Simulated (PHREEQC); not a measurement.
Solution (80 °C): 20 mmol/kgw NH4Cl, 120 mmol/kgw KOH and 2 mmol/kgw NaCl. Closed to the air; pH follows from the charge balance.

Equilibrium calculation in PHREEQC: ion-association model, wateq4f.dat.

Precipitation was switched off in this run.

Q: Predict the pH.

A: pH 11.47.

At this temperature some constants are extrapolated from 25 °C, and those without enthalpy data are left unchanged.
